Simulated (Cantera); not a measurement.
A perfectly stirred reactor is fed with H2 : O2 : N2 : H2O = 1 : 0.735 : 2.76 : 0.17 (molar parts), at 0.326 atm; it is adiabatic with a 450 K inlet, and is followed from long to short residence time, starting on the burning branch (τ in s: 0.038, 0.018, 0.0089, 0.0043, 0.0021, 0.00099, 0.00048, 0.00023, 0.00011, 5.4e-05).

Model: the H2/O2 subset of GRI-Mech 3.0, which has no nitrogen chemistry, integrated in Cantera.

Question: Predict: blow-out, bracketed by the residence times tried; x(H2) at τ = 38.0 ms; x(O2) at τ = 38.0 ms; x(H2O) at τ = 38.0 ms; x(O) at τ = 38.0 ms; x(H2O2) at τ = 38.0 ms; x(H2) at τ = 0.990 ms; x(O2) at τ = 0.990 ms; x(H2O) at τ = 0.990 ms; x(O) at τ = 0.990 ms; x(H2O2) at τ = 0.990 ms.

Answer: 
```json
{
  "blow_out_bracketed_by_the_residence_times_tried": "burning at 0.110 ms, out at 54.0 µs",
  "x(H2) at τ = 38.0 ms": "0.00323",
  "x(O2) at τ = 38.0 ms": "0.0554",
  "x(H2O) at τ = 38.0 ms": "0.272",
  "x(O) at τ = 38.0 ms": "0.00147",
  "x(H2O2) at τ = 38.0 ms": "1.17e-7",
  "x(H2) at τ = 0.990 ms": "0.0180",
  "x(O2) at τ = 0.990 ms": "0.0605",
  "x(H2O) at τ = 0.990 ms": "0.241",
  "x(O) at τ = 0.990 ms": "0.00913",
  "x(H2O2) at τ = 0.990 ms": "7.13e-7"
}
```
